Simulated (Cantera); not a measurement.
What does this Cantera script print?

```python
import numpy as np
import cantera as ct

gas_names = """
    C CH CH2 CH3 CH2OH CH3O CH4 CH3OH CO CO2 COOH C2 C2H CHCO,ketyl C2H2,acetylene C2H2,vinylidene
    CH2CO,ketene C2H3,vinyl CH3CO,acetyl C2H4 C2H4O,ethylen CH3CHO,ethanal CH3COOH (HCOOH)2 C2H5 C2H6
    CH3OCH3 C2H5OH C2O C3 C3H3,propargyl C3H4,allene C3H4,propyne C3H4,cyclo- C3H5,allyl C3H6,propylene
    C3H6,cyclo- C3H6O C3H7,n-propyl C3H7,i-propyl C3H8 C3H8O,1propanol C3H8O,2propanol C3O2 C4 C4H2
    C4H4,1,3-cyclo- C4H6,butadiene C4H6,2-butyne C4H6,cyclo- C4H8,1-butene C4H8,cis2-buten
    C4H8,tr2-butene C4H8,isobutene C4H8,cyclo- (CH3COOH)2 C4H9,n-butyl C4H9,i-butyl C4H9,s-butyl
    C4H9,t-butyl C4H10,isobutane C4H10,n-butane C5 C5H6,1,3cyclo- C5H8,cyclo- C5H10,1-pentene
    C5H10,cyclo- C5H11,pentyl C5H11,t-pentyl C5H12,n-pentane C5H12,i-pentane CH3C(CH3)2CH3 C6H2
    C6H5,phenyl C6H5O,phenoxy C6H6 C6H5OH,phenol C6H10,cyclo- C6H12,1-hexene C6H12,cyclo- C6H13,n-hexyl
    C7H7,benzyl C7H8 C7H8O,cresol C7H14,1-heptene C7H15,n-heptyl C7H16,n-heptane C8H8,styrene
    C8H10,ethylbenz C8H16,1-octene C8H17,n-octyl C8H18,isooctane C8H18,n-octane C9H19,n-nonyl
    C10H8,naphthale C10H21,n-decyl C12H9,o-bipheny C12H10,bipheny H HCO HO2 H2 HCHO,formaldehy HCOOH H2O
    H2O2 O OH O2 O3
""".split()
cond_names = """
    C(gr) C6H6(L) C7H8(L) C8H18(L),n-octa H2O(s) H2O(L)
""".split()


def load(file, names, dense=False):
    # The tables refer to 1 bar. Condensed volumes are neglected.
    table = {s.name: s for s in ct.Species.list_from_file(file)}
    out = []
    for n in names:
        d = dict(table[n].input_data)
        d["thermo"] = dict(d["thermo"], **{"reference-pressure": 1e5})
        if dense:
            d["equation-of-state"] = {"model": "constant-volume", "density": "1e6 g/cm^3"}
        out.append(ct.Species.from_dict(d))
    return out


gas = ct.Solution(thermo="ideal-gas", species=load("nasa_gas.yaml", gas_names))
cond = {s.name: ct.Solution(thermo="fixed-stoichiometry", species=[s], name=s.name)
        for s in load("nasa_condensed.yaml", cond_names, dense=True)}
atoms = {
    'toluene': {'C': 7, 'H': 8},
    'O2': {'O': 2},
    'H2': {'H': 2},
}
top_T = {'C(gr)': 4500}  # K; cautious upper limits of use, not melting points


def equilibrate(T, P, feed):
    n = {}
    for name, mol in feed.items():
        for a, k in atoms[name].items():
            n[a] = n.get(a, 0.0) + k * mol
    gas.TPX = T, P, n
    mass = sum(n.values()) * gas.mean_molecular_weight
    gas.equilibrate("TP")
    valid = [c for c in cond.values() if c.min_temp <= T <= top_T.get(c.name, c.max_temp)]
    mix = ct.Mixture([(gas, mass / gas.mean_molecular_weight)] + [(c, 0.0) for c in valid])
    mix.T, mix.P = T, P
    mix.equilibrate("TP", solver="vcs", rtol=1e-11, max_steps=5000)
    return mix


results = []
feed = {'toluene': 1, 'O2': 0.11, 'H2': 3.9}  # mol
T = 975  # K
P = 33000  # Pa
mix = equilibrate(T, P, feed)
results.append((T, P, feed, dict(zip(mix.species_names, mix.species_moles))))
x = sorted(zip(gas.X, gas.species_names), reverse=True)
print(f"T = {T:g} K  P = {P:g} Pa  gas = {mix.phase_moles(0):.4g} mol")
print("   x: " + "  ".join(f"{s} {v:.3e}" for v, s in x if v > 0.0001))
print("   condensed (mol): " + ("  ".join(f"{mix.phase(i).name} {mix.phase_moles(i):.4g}"
      for i in range(1, mix.n_phases) if mix.phase_moles(i) > 1e-12) or "none"))
```

It prints:

```
T = 975 K  P = 33000 Pa  gas = 7.801 mol
   x: H2 9.357e-01  CH4 3.630e-02  CO 2.349e-02  H2O 4.359e-03  CO2 1.749e-04
   condensed (mol): C(gr) 6.532
```

Method: chemical equilibrium by Gibbs-energy minimisation in Cantera with the NASA 1993 tables (ideal gas, pure condensed phases).
